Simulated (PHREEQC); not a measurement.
Consider water at 25 °C with 0.0017 mol Zn(NO3)2 and 6.2e-05 mol KOH per kg of water. Closed to the air; pH follows from the charge balance.

The numbers come from PHREEQC with the ion-association model, phreeqc.dat.

No solid was allowed to form.

What pH does the model give?

pH 7.43.

In which forms is Zn present?

Zn+2 97 %, ZnOH+ 2.3 %, Zn(OH)2 0.7 % of the Zn.

Examples of supersaturated solids here: Zn(OH)2(e). Others may be too.
